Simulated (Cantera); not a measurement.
Input (Python, Cantera):

```python
import numpy as np
import cantera as ct

gas = ct.Solution("gri30.yaml")
gas.TP = 300, 180000
flame = ct.CounterflowDiffusionFlame(gas, width=0.02)
flame.fuel_inlet.X, flame.fuel_inlet.T = {'CH4': 1}, 325
flame.oxidizer_inlet.X, flame.oxidizer_inlet.T = {'O2': 0.28, 'N2': 0.72}, 625
flame.set_refine_criteria(ratio=3, slope=0.12, curve=0.24, prune=0.03)
show = ['OH', 'H', 'NO', 'CO', 'C2H2']

rows = []
print(f"{'mdot':>8s}{'a_max':>10s}{'a_mean':>10s}{'Tmax/K':>9s}" + "".join(f"{s:>11s}" for s in show) + "   (peak mole fractions)")
for i, mdot in enumerate([0.45, 0.59, 0.77, 1, 1.3, 1.7, 2.2, 2.9]):  # kg/m2/s on the oxidiser side
    flame.oxidizer_inlet.mdot, flame.fuel_inlet.mdot = mdot, 0.94 * mdot
    flame.solve(loglevel=0, auto=(i == 0))
    if flame.T.max() < max(325, 625) + 100:
        print(f"{mdot:8.3g}  no burning solution found from the previous one")
        break
    dT = np.abs(np.gradient(flame.T, flame.grid))
    rows.append([flame.strain_rate("max"), flame.strain_rate("mean"), flame.T.max(),
                 *(flame.X[gas.species_index(s)].max() for s in show), max(dT[0], dT[-1]) / dT.max()])
    print(f"{mdot:8.3g}{rows[-1][0]:10.1f}{rows[-1][1]:10.1f}{rows[-1][2]:9.1f}" + "".join(f"{x:11.3e}" for x in rows[-1][3:-1]))
```

Output:

```
    mdot     a_max    a_mean   Tmax/K         OH          H         NO         CO       C2H2   (peak mole fractions)
    0.45     242.6      42.1   2513.7  1.572e-02  5.643e-03  1.084e-03  1.000e-01  2.294e-02
    0.59     309.4      55.2   2491.9  1.576e-02  5.792e-03  9.273e-04  9.777e-02  2.257e-02
    0.77     393.7      72.0   2472.8  1.586e-02  5.984e-03  8.180e-04  9.580e-02  2.220e-02
       1     499.4      93.5   2454.2  1.600e-02  6.192e-03  7.323e-04  9.399e-02  2.174e-02
     1.3     633.8     121.6   2437.1  1.615e-02  6.426e-03  6.622e-04  9.243e-02  2.131e-02
     1.7     808.6     159.0   2419.7  1.620e-02  6.645e-03  5.970e-04  9.070e-02  2.073e-02
     2.2    1022.9     205.8   2406.0  1.624e-02  6.867e-03  5.433e-04  8.928e-02  2.020e-02
     2.9    1317.1     271.2   2392.4  1.623e-02  7.096e-03  4.896e-04  8.771e-02  1.949e-02
```

Computed with Cantera and GRI-Mech 3.0 (53 species, 325 reactions). GRI-Mech 3.0 has no aromatics or soot, which form on the fuel side of real flames. The maximum strain rate includes the flame's own expansion and is several times the mean.
